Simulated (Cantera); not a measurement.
BN + HF + H2 (nitride etching)

Input: 1 mol BN, 1.9 mol HF, 5 mol H2, held at 1423 K.

Cantera equilibrium calculation (NASA polynomials, part measured and part estimated; ideal gas, pure solids and liquids). Candidate condensed phases: B, BN; 31 gas species. The tables' values for BF2 are old estimates; treat these amounts as uncertain. Kinetics and transport are ignored.

| P (Pa) | log p H2 | log p BF3 | log p N2 | log p HF | log p BF2 | log p BF | log p H | log p BHF2 | n BN(s) |
|---|---|---|---|---|---|---|---|---|---|
| 1 | -5.08 | -6.17 | -6.31 | -6.68 | -6.81 | -6.88 | -7.72 | -7.92 | 0.315 |
| 3.60 | -4.52 | -5.56 | -5.79 | -6.11 | -6.50 | -6.86 | -7.44 | -7.32 | 0.375 |
| 13 | -3.96 | -4.99 | -5.25 | -5.55 | -6.20 | -6.84 | -7.16 | -6.74 | 0.398 |
| 46 | -3.41 | -4.43 | -4.70 | -4.99 | -5.92 | -6.84 | -6.88 | -6.19 | 0.407 |
| 170 | -2.84 | -3.85 | -4.14 | -4.43 | -5.63 | -6.84 | -6.60 | -5.61 | 0.411 |
| 600 | -2.29 | -3.30 | -3.59 | -3.88 | -5.36 | -6.84 | -6.32 | -5.06 | 0.412 |
| 2200 | -1.73 | -2.74 | -3.03 | -3.31 | -5.07 | -6.84 | -6.04 | -4.50 | 0.413 |
| 7700 | -1.18 | -2.19 | -2.49 | -2.77 | -4.80 | -6.83 | -5.77 | -3.95 | 0.414 |
| 28000 | -0.62 | -1.63 | -1.92 | -2.21 | -4.52 | -6.83 | -5.49 | -3.39 | 0.414 |
| 100000 | -0.07 | -1.08 | -1.37 | -1.65 | -4.24 | -6.83 | -5.21 | -2.84 | 0.414 |
log p: log10 of the partial pressure in bar; n: condensed amount in mol.

From 1.00 Pa to 100000 Pa the condensed part is BN(s). The main B-bearing gas is BF3 throughout.
